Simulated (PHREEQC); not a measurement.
A column of 1 m (40 cells, dispersivity 0.05 m, 720 s a shift, diffusion coefficient 3e-10 m²/s) holds 0.01 eq of the database's cation exchanger X per kg of pore water, first in equilibrium with 0.006 mol/kgw KCl, 0.0026 mol/kgw LiCl and 1e-05 mol/kgw HCl. It is flushed with 0.013 mol/kgw MgCl2, 0.003 mol/kgw PbCl2 and 1e-05 mol/kgw HCl, at 15 °C. Values are for the last cell. No CO2 enters from the air. No solid was allowed to form.

Base run: PHREEQC, ion-association model, phreeqc.dat. Each further column changes one thing. The table gives Li in solution (mol/kgw).

| pore volumes | base | exchange capacity from 0.01 to 0.005 eq/kgw | dispersivity from 0.05 to 0.1 m |
|---|---|---|---|
| 0 | 0.00260 | 0.00260 | 0.00260 |
| 0.4125 | 0.00262 | 0.00261 | … |
| 0.9125 | 0.00241 | … | 0.00199 |
| 1.312 | 0.000701 | 0.000524 | 0.000797 |
| 1.712 | 0.000139 | … | 0.000282 |
| 2.112 | 2.35e-5 | 1.66e-5 | 9.49e-5 |
| 2.612 | 2.28e-6 | 1.55e-6 | 2.36e-5 |
| 3.013 | 3.36e-7 | 2.20e-7 | 7.70e-6 |

**Question.** What belongs in the gaps?

**Answer.** 
- 0.4125, dispersivity from 0.05 to 0.1 m: 0.00272
- 0.9125, exchange capacity from 0.01 to 0.005 eq/kgw: 0.00189
- 1.712, exchange capacity from 0.01 to 0.005 eq/kgw: 0.000102
